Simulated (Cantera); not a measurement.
Input (Python, Cantera):

```python
import numpy as np
import cantera as ct

gas = ct.Solution("gri30.yaml")
gas.TPX = 1800, 230000, {'CH4': 1, 'O2': 1, 'N2': 3.76}
reactor = ct.IdealGasReactor(gas, energy="on", clone=False)
net = ct.ReactorNet([reactor])
net.rtol, net.atol = 1e-08, 1e-16
show = ['CH4', 'O2', 'HO2', 'C2H', 'OH']
times = np.geomspace(3e-06, 0.8, 15)

steps = ct.SolutionArray(gas, extra=["t"])
rows = []
print(f"{'t/s':>10s}{'T/K':>9s}{'P/Pa':>11s}" + "".join(f"{s:>11s}" for s in show))
for t in times:
    while net.time < t:
        t_next = net.step()
        steps.append(gas.state, t=t_next)
    rows.append([np.interp(t, steps.t, y) for y in (steps.T, steps.P, *steps(*show).X.T)])
    print(f"{t:10.3e}{rows[-1][0]:9.1f}{rows[-1][1]:11.4g}" + "".join(f"{x:11.3e}" for x in rows[-1][2:]))
rate = np.gradient(steps.T, steps.t)
print("integrator steps:", len(steps.t))
if steps.T.max() > steps.T[0] + 200:
    print(f"time of steepest temperature rise: {steps.t[rate.argmax()]:.4e} s")
gas.TPX = 1800, 230000, {'CH4': 1, 'O2': 1, 'N2': 3.76}
gas.equilibrate("UV")
print(f"equilibrium (UV): T = {gas.T:.1f} K  " + "  ".join(f"{s} {gas[s].X[0]:.3e}" for s in show))
```

Output:

```
       t/s      T/K       P/Pa        CH4         O2        HO2        C2H         OH
 3.000e-06   1799.3  2.299e+05  1.734e-01  1.736e-01  1.333e-05  1.837e-16  1.034e-06
 7.323e-06   1798.6  2.299e+05  1.730e-01  1.734e-01  2.361e-05  2.207e-14  2.274e-06
 1.788e-05   1799.3    2.3e+05  1.712e-01  1.726e-01  4.156e-05  4.289e-12  6.809e-06
 4.363e-05   1858.7  2.393e+05  1.504e-01  1.605e-01  2.191e-04  7.848e-09  6.490e-05
 1.065e-04   2962.1  4.521e+05  5.285e-11  2.180e-04  3.656e-07  1.028e-14  6.616e-03
 2.600e-04   2958.7  4.516e+05  5.190e-11  2.181e-04  3.656e-07  1.001e-14  6.608e-03
 6.347e-04   2958.1  4.516e+05  5.219e-11  2.169e-04  3.635e-07  1.004e-14  6.589e-03
 1.549e-03   2958.1  4.516e+05  5.221e-11  2.168e-04  3.634e-07  1.004e-14  6.588e-03
 3.782e-03   2958.1  4.516e+05  5.221e-11  2.168e-04  3.634e-07  1.004e-14  6.588e-03
 9.231e-03   2958.1  4.516e+05  5.221e-11  2.168e-04  3.634e-07  1.004e-14  6.588e-03
 2.253e-02   2958.1  4.516e+05  5.221e-11  2.168e-04  3.634e-07  1.004e-14  6.588e-03
 5.500e-02   2958.1  4.516e+05  5.221e-11  2.168e-04  3.634e-07  1.004e-14  6.588e-03
 1.343e-01   2958.1  4.516e+05  5.221e-11  2.168e-04  3.634e-07  1.004e-14  6.588e-03
 3.277e-01   2958.1  4.516e+05  5.221e-11  2.168e-04  3.634e-07  1.004e-14  6.588e-03
 8.000e-01   2958.1  4.516e+05  5.221e-11  2.168e-04  3.634e-07  1.004e-14  6.588e-03
integrator steps: 1631
time of steepest temperature rise: 5.7840e-05 s
equilibrium (UV): T = 2958.1 K  CH4 5.878e-11  O2 2.168e-04  HO2 3.634e-07  C2H 1.081e-14  OH 6.588e-03
```

Detailed kinetics in Cantera: GRI-Mech 3.0 (53 species, 325 reactions).
